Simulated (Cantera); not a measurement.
What does this Cantera script print?

```python
import numpy as np
import cantera as ct

gas = ct.Solution("gri30.yaml")


def delay(T, t_max=10):
    gas.TPX = T, 1300000, {'CH4': 1, 'CO': 0.054, 'O2': 2.09, 'N2': 9.4}
    reactor = ct.IdealGasConstPressureReactor(gas, clone=False)
    net = ct.ReactorNet([reactor])
    net.rtol, net.atol = 1e-8, 1e-16
    while net.time < t_max:
        t_old, T_old = net.time, reactor.T
        net.step()
        if reactor.T > T + 400:  # ignition: a rise of 400 K
            return t_old + (T + 400 - T_old) / (reactor.T - T_old) * (net.time - t_old)
    return np.nan


taus = []
for T in [1048, 1123, 1198, 1273, 1348, 1423, 1498, 1573, 1648, 1723]:
    taus.append(delay(T))
    print(f"T0 = {T:6g} K   tau = {taus[-1]:.4e} s")
```

Output:

```
T0 =   1048 K   tau = 3.7564e-02 s
T0 =   1123 K   tau = 1.2145e-02 s
T0 =   1198 K   tau = 4.5226e-03 s
T0 =   1273 K   tau = 1.8488e-03 s
T0 =   1348 K   tau = 8.0849e-04 s
T0 =   1423 K   tau = 3.7301e-04 s
T0 =   1498 K   tau = 1.8005e-04 s
T0 =   1573 K   tau = 9.0604e-05 s
T0 =   1648 K   tau = 4.7572e-05 s
T0 =   1723 K   tau = 2.6153e-05 s
```

Cantera simulation using GRI-Mech 3.0 (53 species, 325 reactions); the numbers are that mechanism's predictions, not measurements. The pressure lies above the range GRI-Mech 3.0 was tuned for (to about 10 atm).
